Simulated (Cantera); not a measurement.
Cantera run:

```python
import numpy as np
import cantera as ct

gas_names = [...]  # 113 gases of nasa_gas.yaml made of C, H, O, Ti
cond_names = """
    C(gr) C6H6(L) C7H8(L) C8H18(L),n-octa H2O(s) H2O(L) Ti(a) Ti(b) Ti(L) TiC(s) TiC(L) TiO(a) TiO(b)
    TiO(L) TiO2(ru) TiO2(L) Ti2O3(a) Ti2O3(b) Ti2O3(L) Ti3O5(a) Ti3O5(b) Ti3O5(L) Ti4O7(s) Ti4O7(L)
""".split()


# ... load() reads the species with a 1 bar reference pressure and builds the phases ...
atoms = {
    'Ti(OiPr)4': {'Ti': 1, 'C': 12, 'H': 28, 'O': 4},
    'H2O': {'H': 2, 'O': 1},
    'H2': {'H': 2},
}
top_T = {'C(gr)': 4500}  # K; cautious upper limits of use, not melting points


# ... equilibrate(T, P, feed) seeds the gas with the atoms and calls Mixture.equilibrate('TP', solver="vcs", rtol=1e-11, max_steps=5000) ...
results = []
feed = {'Ti(OiPr)4': 1, 'H2O': 0.15, 'H2': 9.5}  # mol
P = 100000  # Pa
for T in [1300, 1375, 1450, 1525, 1600, 1675, 1750, 1825, 1900, 1975]:
    mix = equilibrate(T, P, feed)
    results.append((T, P, feed, dict(zip(mix.species_names, mix.species_moles))))
    x = sorted(zip(gas.X, gas.species_names), reverse=True)
    print(f"T = {T:g} K  P = {P:g} Pa  gas = {mix.phase_moles(0):.4g} mol")
    print("   x: " + "  ".join(f"{s} {v:.3e}" for v, s in x if v > 0.0001))
    print("   condensed (mol): " + ("  ".join(f"{mix.phase(i).name} {mix.phase_moles(i):.4g}"
          for i in range(1, mix.n_phases) if mix.phase_moles(i) > 1e-12) or "none"))
```

Result:

```
T = 1300 K  P = 100000 Pa  gas = 25.86 mol
   x: H2 9.009e-01  CO 9.195e-02  CH4 6.382e-03  H2O 7.552e-04
   condensed (mol): C(gr) 9.455  Ti4O7(s) 0.25
T = 1375 K  P = 100000 Pa  gas = 26.02 mol
   x: H2 9.005e-01  CO 9.501e-02  CH4 4.036e-03  H2O 3.937e-04
   condensed (mol): C(gr) 9.422  Ti3O5(b) 0.3333
T = 1450 K  P = 100000 Pa  gas = 26.97 mol
   x: H2 8.716e-01  CO 1.255e-01  CH4 2.509e-03  H2O 2.730e-04
   condensed (mol): C(gr) 7.999  TiC(s) 0.5465  Ti3O5(b) 0.1512
T = 1525 K  P = 100000 Pa  gas = 27.75 mol
   x: H2 8.488e-01  CO 1.493e-01  CH4 1.643e-03  H2O 1.823e-04
   condensed (mol): C(gr) 6.809  TiC(s) 1
T = 1600 K  P = 100000 Pa  gas = 27.76 mol
   x: H2 8.493e-01  CO 1.493e-01  CH4 1.178e-03  H2O 1.109e-04
   condensed (mol): C(gr) 6.819  TiC(s) 1
T = 1675 K  P = 100000 Pa  gas = 27.78 mol
   x: H2 8.496e-01  CO 1.493e-01  CH4 8.695e-04  H 1.070e-04
   condensed (mol): C(gr) 6.825  TiC(s) 1
T = 1750 K  P = 100000 Pa  gas = 27.78 mol
   x: H2 8.497e-01  CO 1.493e-01  CH4 6.593e-04  H 2.144e-04
   condensed (mol): C(gr) 6.827  TiC(s) 1
T = 1825 K  P = 100000 Pa  gas = 27.79 mol
   x: H2 8.496e-01  CO 1.493e-01  CH4 5.117e-04  H 4.059e-04  C2H2,acetylene 1.825e-04
   condensed (mol): C(gr) 6.826  TiC(s) 1
T = 1900 K  P = 100000 Pa  gas = 27.8 mol
   x: H2 8.492e-01  CO 1.493e-01  H 7.313e-04  CH4 4.053e-04  C2H2,acetylene 3.243e-04
   condensed (mol): C(gr) 6.821  TiC(s) 1
T = 1975 K  P = 100000 Pa  gas = 27.81 mol
   x: H2 8.486e-01  CO 1.492e-01  H 1.260e-03  C2H2,acetylene 5.511e-04  CH4 3.269e-04
   condensed (mol): C(gr) 6.81  TiC(s) 1
```

Method: chemical equilibrium by Gibbs-energy minimisation in Cantera with the NASA 1993 tables (ideal gas, pure condensed phases). The feed counts by its element totals alone. Mutual solubility and eutectic melting of coexisting phases are not modelled. TiC: taken at fixed stoichiometry. Condensed phases not in the tables: Magnéli phases beyond Ti4O7.
